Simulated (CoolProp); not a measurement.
Model: reference Helmholtz-energy equation of state, Lemmon 2006, in CoolProp. It is a short technical equation, of lower accuracy than the large ones.

Q: Give the vapour pressure (MPa), liquid density (kg/m³), vapour density (kg/m³), enthalpy of vaporisation (kJ/kg) of saturated CH3F (R41) at 144, 152.1, 160.3 K.

A: 
```json
[
 {"T (K)": "144", "p (MPa)": "0.00196", "liquid density (kg/m³)": "980", "vapour density (kg/m³)": "0.0560", "enthalpy of vaporisation (kJ/kg)": "551"},
 {"T (K)": "152.1", "p (MPa)": "0.00450", "liquid density (kg/m³)": "965", "vapour density (kg/m³)": "0.122", "enthalpy of vaporisation (kJ/kg)": "541"},
 {"T (K)": "160.3", "p (MPa)": "0.00948", "liquid density (kg/m³)": "950", "vapour density (kg/m³)": "0.245", "enthalpy of vaporisation (kJ/kg)": "532"}
]
```
